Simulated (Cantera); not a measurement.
Equilibrium for abatement and gas-phase synthesis: HF + H2

Charge: 1 mol HF, 2.8 mol H2, at 2575 K and 35.0 mbar.

Equilibrium computed with Cantera from the NASA thermochemical tables; the gas is ideal and each condensed phase is pure. The numbers say what is thermodynamically allowed, not how fast it happens.

The x(H2) comes out as 0.611 and the x(HF) comes out as 0.244. The x(H) is 0.145, the x(F) comes out as 0.000146 and the gas amount comes out as 4.097 mol.
